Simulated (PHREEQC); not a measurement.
Consider water at 25 °C with 0.0031 mol HF and 0.0018 mol Na3PO4 per kg of water. Closed to the air; pH follows from the charge balance.

Computed with PHREEQC (ion-association model, wateq4f.dat).

No solid was allowed to form.

Problem. Estimate the pH, ionic strength.

Solution. pH 6.69; ionic strength 0.00589 mol/kgw.

Problem. In which forms is P present?

Solution. H2PO4- 72 %, HPO4-2 28 % of the P.

H3PO4, which wateq4f.dat lacks, is added to it with the constant of phreeqc.dat.
